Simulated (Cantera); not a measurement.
Feed: 1 mol Si₃N₄, 0.023 mol H₂O, 9.1 mol H₂, 0.059 mol N₂O, held at 1523.15 K and 0.133 bar.

Method: chemical equilibrium by Gibbs-energy minimisation in Cantera with the NASA 1993 tables (ideal gas, pure condensed phases). Candidate condensed phases: H₂O, Si, SiO₂, Si₂N₂O, Si₃N₄; 35 gas species. Mutual solubility and eutectic melting of coexisting phases are not modelled. Kinetics and transport are ignored.

Base state: H₂ 0.991, N₂ 0.00938, H 6.31e-5 (mole fractions); condensed: Si₂N₂O(s) + Si₃N₄(s).

Problem. What changes in the equilibrium state with this change: temperature from 1523.15 K to 1950 K?

Solution. 
```
species          before     after
--------------  -------  --------
H₂                0.991     0.807
N₂              0.00938     0.182
SiO             4.41e-6   0.00727
Si₂N              <1e-9   1.13e-5
Si              2.07e-8  0.000179
SiH             2.19e-8   4.48e-5
SiH₂            3.03e-7   6.40e-5
Si₂N₂O(s), mol   0.0820         0
Si₃N₄(s), mol     0.945         0
Si(l), mol            0      2.91
```
Gases not in the tables: Si₂H₆ and higher silanes.
